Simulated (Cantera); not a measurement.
Input (Python, Cantera):

```python
import numpy as np
import cantera as ct

gas = ct.Solution("h2o2.yaml")
gas.TPX = 973, 2666, {'H2': 0.21, 'O2': 1}
reactor = ct.IdealGasConstPressureReactor(gas, energy="off", clone=False)
net = ct.ReactorNet([reactor])
net.rtol, net.atol = 1e-08, 1e-18
show = ['H2', 'O2', 'HO2', 'OH', 'O', 'H2O2', 'H2O']
times = np.geomspace(0.0008, 200, 14)

steps = ct.SolutionArray(gas, extra=["t"])
rows = []
print(f"{'t/s':>10s}{'T/K':>9s}{'P/Pa':>11s}" + "".join(f"{s:>11s}" for s in show))
for t in times:
    while net.time < t:
        t_next = net.step()
        steps.append(gas.state, t=t_next)
    rows.append([np.interp(t, steps.t, y) for y in (steps.T, steps.P, *steps(*show).X.T)])
    print(f"{t:10.3e}{rows[-1][0]:9.1f}{rows[-1][1]:11.4g}" + "".join(f"{x:11.3e}" for x in rows[-1][2:]))
rate = np.gradient(steps.T, steps.t)
print("integrator steps:", len(steps.t))
if steps.T.max() > steps.T[0] + 200:
    print(f"time of steepest temperature rise: {steps.t[rate.argmax()]:.4e} s")
gas.TPX = 973, 2666, {'H2': 0.21, 'O2': 1}
gas.equilibrate("TP")
print(f"equilibrium (TP): T = {gas.T:.1f} K  " + "  ".join(f"{s} {gas[s].X[0]:.3e}" for s in show))
```

It prints:

```
       t/s      T/K       P/Pa         H2         O2        HO2         OH          O       H2O2        H2O
 8.000e-04    973.0       2666  1.736e-01  8.264e-01  6.153e-09  2.308e-08  6.075e-08  2.472e-12  1.742e-07
 2.081e-03    973.0       2666  1.550e-01  8.172e-01  1.427e-05  1.537e-03  4.188e-03  1.654e-07  1.363e-02
 5.414e-03    973.0       2666  3.638e-03  8.024e-01  3.057e-05  2.020e-03  5.960e-03  1.180e-06  1.815e-01
 1.409e-02    973.0       2666  4.367e-04  8.093e-01  1.190e-05  3.737e-04  5.040e-04  7.208e-07  1.893e-01
 3.664e-02    973.0       2666  7.860e-05  8.098e-01  3.414e-06  1.334e-04  7.122e-05  3.867e-07  1.899e-01
 9.533e-02    973.0       2666  1.325e-05  8.099e-01  8.401e-07  5.863e-05  1.293e-05  1.811e-07  1.900e-01
 2.480e-01    973.0       2666  1.793e-06  8.099e-01  1.977e-07  2.765e-05  2.744e-06  7.823e-08  1.900e-01
 6.452e-01    973.0       2666  2.122e-07  8.099e-01  5.163e-08  1.393e-05  6.912e-07  3.259e-08  1.900e-01
 1.678e+00    973.0       2666  3.532e-08  8.100e-01  1.580e-08  7.562e-06  2.050e-07  1.369e-08  1.900e-01
 4.366e+00    973.0       2666  9.614e-09  8.100e-01  5.431e-09  4.337e-06  6.788e-08  5.819e-09  1.900e-01
 1.136e+01    973.0       2666  3.125e-09  8.100e-01  2.041e-09  2.565e-06  2.385e-08  2.446e-09  1.900e-01
 2.955e+01    973.0       2666  1.089e-09  8.100e-01  9.004e-10  1.544e-06  8.666e-09  1.007e-09  1.900e-01
 7.688e+01    973.0       2666  3.959e-10  8.100e-01  5.756e-10  9.410e-07  3.225e-09  4.082e-10  1.900e-01
 2.000e+02    973.0       2666  1.521e-10  8.100e-01  5.963e-10  5.847e-07  1.247e-09  1.677e-10  1.900e-01
integrator steps: 2076
equilibrium (TP): T = 973.0 K  H2 4.976e-11  O2 8.100e-01  HO2 9.159e-10  OH 3.206e-07  O 3.754e-10  H2O2 5.514e-11  H2O 1.900e-01
```

Computed with Cantera and the H2/O2 subset of GRI-Mech 3.0, which has no nitrogen chemistry. Radical loss at walls, strong at low pressure, is not modelled. The temperature is held fixed by assumption; the heat of reaction is taken as removed at once.
